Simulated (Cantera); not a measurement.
## NO annealing gas

An isothermal, constant-pressure homogeneous reactor starts with 33.3 % NO, 66.7 % N₂, at 2048 K and 20.0 Torr.

Computed with Cantera and GRI-Mech 3.0 (53 species, 325 reactions). Radical loss at walls, strong at low pressure, is not modelled.

```json
[
 {"t (s)": "0.000200", "x NO": "0.333", "x N₂O": "9.59e-7", "x N₂": "0.667", "x O₂": "1.64e-9", "x O": "9.74e-7", "x NO₂": "1.74e-9"},
 {"t (s)": "0.000638", "x NO": "0.333", "x N₂O": "3.00e-6", "x N₂": "0.667", "x O₂": "1.69e-8", "x O": "3.16e-6", "x NO₂": "1.65e-8"},
 {"t (s)": "0.00204", "x NO": "0.333", "x N₂O": "9.00e-6", "x N₂": "0.667", "x O₂": "1.79e-7", "x O": "1.06e-5", "x NO₂": "1.37e-7"},
 {"t (s)": "0.00650", "x NO": "0.333", "x N₂O": "2.37e-5", "x N₂": "0.667", "x O₂": "2.04e-6", "x O": "3.81e-5", "x NO₂": "8.59e-7"},
 {"t (s)": "0.0208", "x NO": "0.333", "x N₂O": "4.44e-5", "x N₂": "0.667", "x O₂": "2.66e-5", "x O": "0.000145", "x NO₂": "3.74e-6"},
 {"t (s)": "0.0662", "x NO": "0.332", "x N₂O": "4.74e-5", "x N₂": "0.667", "x O₂": "0.000323", "x O": "0.000415", "x NO₂": "9.25e-6"},
 {"t (s)": "0.211", "x NO": "0.328", "x N₂O": "4.32e-5", "x N₂": "0.669", "x O₂": "0.00219", "x O": "0.000613", "x NO₂": "1.30e-5"},
 {"t (s)": "0.675", "x NO": "0.314", "x N₂O": "3.76e-5", "x N₂": "0.676", "x O₂": "0.00928", "x O": "0.000796", "x NO₂": "1.85e-5"},
 {"t (s)": "2.15", "x NO": "0.261", "x N₂O": "2.32e-5", "x N₂": "0.702", "x O₂": "0.0354", "x O": "0.00123", "x NO₂": "2.75e-5"},
 {"t (s)": "6.87", "x NO": "0.117", "x N₂O": "4.02e-6", "x N₂": "0.774", "x O₂": "0.107", "x O": "0.00197", "x NO₂": "2.16e-5"},
 {"t (s)": "21.9", "x NO": "0.0158", "x N₂O": "1.23e-7", "x N₂": "0.824", "x O₂": "0.157", "x O": "0.00235", "x NO₂": "3.55e-6"},
 {"t (s)": "70.0", "x NO": "0.00788", "x N₂O": "7.38e-8", "x N₂": "0.828", "x O₂": "0.161", "x O": "0.00237", "x NO₂": "1.80e-6"}
]
```
x: mole fraction; the columns are a selection and need not sum to one.

Equilibrium at this temperature and pressure: NO 0.00786, N₂O 7.37e-8, N₂ 0.828, O₂ 0.161, O 0.00237, NO₂ 1.79e-6 (gas phase only).
